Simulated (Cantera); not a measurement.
**Reactions in the system C-N-O-Ta**

Source: NASA polynomial tables (part measured, part estimated), evaluated in Cantera. Values are per mole of reaction as written; species without (g) are pure solids or liquids, kept so even where they would boil at 1 bar. TaC: taken at fixed stoichiometry.

N₂(g) + 2 TaO₂(g) + 2 C → 2 NO₂(g) + 2 TaC

```
T (K)  ΔH° (kJ)  ΔS° (J/K)  ΔG° (kJ)  log10 K
-----  --------  ---------  --------  -------
300       181.9     -198.4     241.4   -42.03
1323      201.5     -171.6     428.5   -16.92
1373      202.7     -170.7     437.1   -16.63
1423      204.0     -169.8     445.6   -16.36
1473      205.3     -168.9     454.1   -16.10
1523      206.6     -168.0     462.5   -15.86
1573      207.9     -167.2     470.9   -15.64
1623      209.3     -166.3     479.2   -15.42
1673      210.7     -165.5     487.5   -15.22
1723      212.2     -164.6     495.8   -15.03
1773      213.6     -163.8     504.0   -14.85
1823      215.1     -162.9     512.1   -14.67
```
